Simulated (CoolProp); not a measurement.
The numbers come from the reference Helmholtz-energy equation of state, Lemmon 2006 in CoolProp. It is a short technical equation, of lower accuracy than the large ones.

Question: For carbonyl sulfide, give the phase and the density (kg/m³), cp (kJ/(kg K)), expansivity (1/kK) at 352.7 K and 689 kPa.

Answer: 
- 352.7 K and 689 kPa: gas; density 14.8, cp 0.776, expansivity 3.28
